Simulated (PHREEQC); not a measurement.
Solution (25 °C): 0.002 mol LiBr per kg of water. Closed to the air; pH follows from the charge balance.

Computed with PHREEQC (ion-association model, phreeqc.dat).

Each row changes one thing in this solution. No solid was allowed to form.

```tsv
case	pH	ionic strength (mol/kgw)
as made	7.00	0.00200
diluted 2-fold with water	7.00	0.00100
0.00072 mol/kgw NaHCO3 added	8.24	0.00273
LiBr from 0.002 to 0.0022 mol/kgw	7.00	0.00220
diluted 10-fold with water	7.00	0.000200
LiBr from 0.002 to 0.0018 mol/kgw	7.00	0.00180
0.00012 mol/kgw NaCl added	7.00	0.00212
3.6e-05 mol/kgw NaOH added	9.53	0.00204
```
